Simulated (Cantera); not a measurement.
Input: 1 mol Ta(OEt)5, 0.54 mol CH4, 3.8 mol H2, equilibrated at 1050 K and 0.00420 bar.

Cantera equilibrium calculation (NASA polynomials, part measured and part estimated; ideal gas, pure solids and liquids). Candidate condensed phases: C, C6H6, C7H8, C8H18, H2O, Ta, TaC, Ta2O5; 113 gas species. The feed counts by its element totals alone. TaC: taken at fixed stoichiometry. Condensed phases not in the tables: Ta2C. Equilibrium is a limit: real reactors are often held back by kinetics, nucleation or transport.

Base state: H2 0.776, CO 0.223, CH4 0.000145, H2O 0.000132, CO2 4.48e-5 (mole fractions); condensed: C(graphite) + TaC(s).

Problem. What changes in the equilibrium state with this change: temperature from 1050 K to 2748.15 K?

Solution. 
| species | before | after |
|---|---|---|
| H | 1.10e-7 | 0.550 |
| H2 | 0.776 | 0.275 |
| CO | 0.223 | 0.161 |
| C3 | <1e-9 | 0.00392 |
| C2H2 (acetylene) | 3.21e-9 | 0.00768 |
| C2H | <1e-9 | 0.00178 |
| C(graphite), mol | 4.54 | 3.52 |
| TaC(s), mol | 1.00 | 1.000 |

Problem. What changes in the equilibrium state with this change: temperature from 1050 K to 1948 K?

Solution. 
| species | before | after |
|---|---|---|
| H2 | 0.776 | 0.763 |
| CO | 0.223 | 0.222 |
| H | 1.10e-7 | 0.0152 |
| C2H2 (acetylene) | 3.21e-9 | 0.000411 |
| CO2 | 4.48e-5 | 6.82e-9 |
| H2O | 0.000132 | 1.03e-7 |
| CH4 | 0.000145 | 1.20e-6 |
| C(graphite), mol | 4.54 | 4.52 |
| TaC(s), mol | 1.00 | 1.00 |
